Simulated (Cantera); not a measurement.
Cantera run:

```python
import numpy as np
import cantera as ct

gas_names = """
    C CN CO CO2 C2 CCN CNC C2N2 C2O C3 C3O2 C4 C4N2 C5 Fe FeC5O5 FeO N NCO NO NO2 NO3 N2 N2O O O2 O3
""".split()
cond_names = """
    C(gr) Fe(a) Fe(c) Fe(d) Fe(L) FeC5O5(L) FeO(s) FeO(L) Fe2O3(s) Fe3O4(s)
""".split()


# ... load() reads the species with a 1 bar reference pressure and builds the phases ...
atoms = {
    'Fe3O4': {'Fe': 3, 'O': 4},
    'C': {'C': 1},
    'N2': {'N': 2},
}
top_T = {'C(gr)': 4500, 'Fe2O3(s)': 1830, 'Fe3O4(s)': 1870}  # K; cautious upper limits of use, not melting points


# ... equilibrate(T, P, feed) seeds the gas with the atoms and calls Mixture.equilibrate('TP', solver="vcs", rtol=1e-11, max_steps=5000) ...
results = []
feed = {'Fe3O4': 1, 'C': 0.77, 'N2': 0.47}  # mol
T = 1223  # K
P = 570000  # Pa
mix = equilibrate(T, P, feed)
results.append((T, P, feed, dict(zip(mix.species_names, mix.species_moles))))
print(gas.report(threshold=1e-05))
for i in range(1, mix.n_phases):
    print(f"{mix.phase(i).name:16s} {mix.phase_moles(i):12.5e} mol")
```

Result:

```
       temperature   1223 K
          pressure   5.7e+05 Pa
           density   1.7365 kg/m^3
  mean mol. weight   30.979 kg/kmol
   phase of matter   gas

                          1 kg             1 kmol
                     ---------------   ---------------
          enthalpy       -2.8722e+06       -8.8978e+07  J
   internal energy       -3.2004e+06       -9.9147e+07  J
           entropy            7757.5        2.4032e+05  J/K
    Gibbs function        -1.236e+07       -3.8289e+08  J
 heat capacity c_p            1230.2             38109  J/K
 heat capacity c_v            961.77             29795  J/K

                      mass frac. Y      mole frac. X     chem. pot. / RT
                     ---------------   ---------------   ---------------
                CO           0.39375           0.43548           -36.113
               CO2            0.2635           0.18548           -67.872
                N2           0.34275           0.37903           -24.637
     [  +24 minor]        1.7761e-11        1.0679e-11

C(gr)             0.00000e+00 mol
Fe(c)             0.00000e+00 mol
FeC5O5(L)         0.00000e+00 mol
FeO(s)            3.00000e+00 mol
Fe2O3(s)          0.00000e+00 mol
Fe3O4(s)          0.00000e+00 mol
```

Method: chemical equilibrium by Gibbs-energy minimisation in Cantera with the NASA 1993 tables (ideal gas, pure condensed phases). The tables' stoichiometric FeO is somewhat more stable than real wüstite, so its field is too wide. FeO: taken at fixed stoichiometry.
